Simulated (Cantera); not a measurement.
What does this Cantera script print?

```python
import numpy as np
import cantera as ct

gas_names = """
    CL CLO CL2 Mg MgCL MgCL2 MgO Mg2 O O2 O3 Si SiCL SiCL2 SiCL3 SiCL4 SiO SiO2 Si2 Si3
""".split()
cond_names = """
    Mg(cr) Mg(L) MgCL2(s) MgCL2(L) MgO(s) MgO(L) MgSiO3(I) MgSiO3(II) MgSiO3(III) MgSiO3(L) Mg2SiO4(s)
    Mg2SiO4(L) Si(cr) Si(L) SiO2(Lqz) SiO2(hqz) SiO2(L)
""".split()


# ... load() reads the species with a 1 bar reference pressure and builds the phases ...
atoms = {
    'SiO2': {'Si': 1, 'O': 2},
    'MgCl2': {'Mg': 1, 'CL': 2},
    'O2': {'O': 2},
}
top_T = {}  # K; cautious upper limits of use, not melting points


# ... equilibrate(T, P, feed) seeds the gas with the atoms and calls Mixture.equilibrate('TP', solver="vcs", rtol=1e-11, max_steps=5000) ...
results = []
feed = {'SiO2': 1, 'MgCl2': 0.27, 'O2': 3.4}  # mol
P = 13332.2  # Pa
for T in [750, 825, 900, 975, 1050, 1125, 1200, 1275, 1350, 1425, 1500, 1575, 1650, 1725]:
    mix = equilibrate(T, P, feed)
    results.append((T, P, feed, dict(zip(mix.species_names, mix.species_moles))))

top = {s: max(r[3][s] / sum(r[3][g] for g in gas_names) for r in results) for s in gas_names}
cols = sorted((s for s in top if top[s] > 1e-06), key=lambda s: -top[s])[:6]
seen = [c for c in cond_names if any(r[3].get(c, 0) > 1e-12 for r in results)]
print("log10 of partial pressures in bar; condensed amounts in mol")
print(f"{'T/K':>10s}" + "".join(f"{s[:9]:>10s}" for s in cols + seen))
for T, P, feed, n in results:
    ng = sum(n[g] for g in gas_names)
    print(f"{T:10.4g}" + "".join(f"{np.log10(max(n[s] / ng * P / 1e5, 1e-99)):10.3f}" for s in cols)
          + "".join(f"{n.get(c, 0):10.4g}" for c in seen))
```

It prints:

```
log10 of partial pressures in bar; condensed amounts in mol
       T/K        O2        CL       CL2     MgCL2       CLO         O MgSiO3(I) MgSiO3(II MgSiO3(II SiO2(Lqz) SiO2(hqz)   SiO2(L)
       750    -0.910    -6.563    -1.992   -11.869    -7.837   -14.649      0.27         0         0      0.73         0         0
       825    -0.910    -5.781    -1.992   -10.320    -7.194   -13.054      0.27         0         0      0.73         0         0
       900    -0.910    -5.127    -1.992    -9.027    -6.658   -11.724      0.27         0         0         0      0.73         0
       975    -0.910    -4.574    -1.993    -7.939    -6.204   -10.597         0      0.27         0         0      0.73         0
      1050    -0.910    -4.098    -1.994    -7.010    -5.816    -9.630         0      0.27         0         0      0.73         0
      1125    -0.910    -3.686    -1.997    -6.209    -5.480    -8.791         0      0.27         0         0      0.73         0
      1200    -0.910    -3.327    -2.003    -5.513    -5.187    -8.056         0    0.2699         0         0    0.7301         0
      1275    -0.911    -3.013    -2.016    -4.909    -4.933    -7.408         0         0    0.2697         0    0.7303         0
      1350    -0.913    -2.739    -2.039    -4.387    -4.713    -6.831         0         0    0.2689         0    0.7311         0
      1425    -0.915    -2.503    -2.078    -3.939    -4.526    -6.315         0         0    0.2669         0    0.7331         0
      1500    -0.918    -2.304    -2.142    -3.566    -4.373    -5.851         0         0    0.2626         0    0.7374         0
      1575    -0.921    -2.145    -2.241    -3.269    -4.255    -5.431         0         0    0.2553         0    0.7447         0
      1650    -0.925    -2.025    -2.382    -3.051    -4.173    -5.049         0         0    0.2454         0    0.7546         0
      1725    -0.929    -1.943    -2.566    -2.903    -4.126    -4.701         0         0    0.2352         0         0    0.7648
```

These are equilibrium values from Cantera (NASA tables, ideal gas, pure condensed phases), not measurements of a reactor. Mutual solubility and eutectic melting of coexisting phases are not modelled. The tables hold silica as quartz up to 1696 K and as liquid above; real silica turns to tridymite and cristobalite and melts near 1996 K. Condensed phases not in the tables: alloys, solid solutions and most ternary compounds.
